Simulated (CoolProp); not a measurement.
CHF3 (R23) along the isobar 1.93 MPa: fugacity coefficient from the reference equation and from simpler models built on Tc = 26.1 °C, pc = 4.832 MPa, ω = 0.263; each cubic takes its own stable root.

Computed with CoolProp (reference Helmholtz-energy equation of state, Penoncello 2003).

```
T (°C)   phase  reference
------  ------  ---------
-19.85  liquid     0.5996
-1.35      gas     0.8013
17.15      gas     0.8430
35.55      gas     0.8733
54.05      gas     0.8965
72.55      gas     0.9148
91.05      gas     0.9294
109.45     gas     0.9412
127.95     gas     0.9509
146.45     gas     0.9589
164.95     gas     0.9657
183.35     gas     0.9713
201.85     gas     0.9761
```

Question: How far does each simpler model (van der Waals, Redlich-Kwong, Soave-Redlich-Kwong, Peng-Robinson) lie from the reference over these 13 states: mean and median of the absolute difference, and the worst?

Answer: 
- van der Waals: mean 4.3 %, median 1.0 %, worst +37.3 % at -19.85 °C and 1.93 MPa
- Redlich-Kwong: mean 2.5 %, median 0.7 %, worst +22.5 % at -19.85 °C and 1.93 MPa
- Soave-Redlich-Kwong: mean 1.0 %, median 0.6 %, worst +4.1 % at -19.85 °C and 1.93 MPa
- Peng-Robinson: mean 0.5 %, median 0.5 %, worst +1.6 % at -19.85 °C and 1.93 MPa

At some of these states van der Waals gives the other phase, because its saturation line lies elsewhere.
